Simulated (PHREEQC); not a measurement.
A made-up water analysis in mg/kgw, 20 °C, pH 6.27, pe -0.4: Na 0.0326; K 3.82e-05; Ca 0.0143; Mg 0.000206; Cl 0.0411; S(6) as SO4 0.0233; Alkalinity as HCO3 0.03; Br 0.00053.

Valence states are taken as typed.

Computed with PHREEQC (ion-association model, phreeqc.dat).

Precipitation was switched off in this run.

**Question.** What ionic strength, charge-balance error does the model give?

**Answer.** ionic strength 3.29e-6 mol/kgw; charge-balance error 0.1 %.

**Question.** In which forms is C present?

**Answer.** CO2 56 %, HCO3- 44 % of the C.
